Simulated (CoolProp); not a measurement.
20 sccm (0 °C, 1 atm) of nitrogen bubbles through liquid n-hexane at 296.9 K and leaves saturated at a total pressure of 0.0703 MPa (ideal gas phase). Each further row changes one setting.

The numbers come from the reference Helmholtz-energy equation of state, Thol 2019 in CoolProp.

```csv
case,vapour pressure (kPa),mole fraction of vapour,delivery (mg/min),delivery (sccm),change of delivery for a bath 1 K warmer (%)
as stated,19.1,0.272,…,7.46,…
bath temperature 301.9 K,23.7,0.337,39.0,10.2,6.6
total pressure 0.141 MPa,19.1,…,…,3.13,5.2
```

Q: Some entries are withheld; supply them.

A: 
- as stated, delivery (mg/min): 28.7
- as stated, change of delivery for a bath 1 K warmer (%): 6.2
- total pressure 0.141 MPa, mole fraction of vapour: 0.135
- total pressure 0.141 MPa, delivery (mg/min): 12.0
